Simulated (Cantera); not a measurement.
A perfectly stirred reactor is fed with 82.6 % NH3, 17.4 % H2, at 0.820 bar; it is held at 1623 K, and followed from long to short residence time.

Detailed kinetics in Cantera: the gas-phase N/H chemistry of the illustrative SiF4/NH3 mechanism in the Surface Chemkin manual (1991). Walls and surfaces, which speed up NH3 decomposition in real reactors, are not modelled.

Problem. Predict: x(NH3) at τ = 0.420 s; x(H2) at τ = 0.420 s; x(H) at τ = 0.420 s; x(N) at τ = 0.420 s; x(N2) at τ = 0.420 s; x(NH3) at τ = 22.0 ms; x(H2) at τ = 22.0 ms; x(H) at τ = 22.0 ms; x(N) at τ = 22.0 ms; x(N2) at τ = 22.0 ms.

Solution. 
| Quantity | Value |
|---|---|
| x(NH3) at τ = 0.420 s | 0.760 |
| x(H2) at τ = 0.420 s | 0.221 |
| x(H) at τ = 0.420 s | 1.20e-5 |
| x(N) at τ = 0.420 s | 7.49e-9 |
| x(N2) at τ = 0.420 s | 0.0180 |
| x(NH3) at τ = 22.0 ms | 0.823 |
| x(H2) at τ = 22.0 ms | 0.176 |
| x(H) at τ = 22.0 ms | 9.15e-6 |
| x(N) at τ = 22.0 ms | 6.75e-9 |
| x(N2) at τ = 22.0 ms | 0.000998 |
